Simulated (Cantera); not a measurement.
Input: 1 mol B2H6, 3.7 mol O2, 1.7 mol H2, equilibrated at 1900 K.

These are equilibrium values from Cantera (NASA tables, ideal gas, pure condensed phases), not measurements of a reactor. Candidate condensed phases: B, B2O3, B3O3H3, H2O; 23 gas species. The feed counts by its element totals alone. The numbers say what is thermodynamically allowed, not how fast it happens.

**Question.** Which condensed phases are stable at each of these points (P (Pa)): 10, 28, 77, 220, 600, 1700, 4600, 13000, 36000, 100000?

**Answer.** 
```
P (Pa)  condensed phases  B condensed (%)
------  ----------------  ---------------
10              gas only              0.0
28              gas only              0.0
77              gas only              0.0
220             gas only              0.0
600             gas only              0.0
1700            gas only              0.0
4600            gas only              0.0
13000           gas only              0.0
36000           gas only              0.0
100000           B2O3(l)              7.3
```

From 0.0750 Torr to 270 Torr nothing is condensed. At 750 Torr the condensed part is B2O3(l).
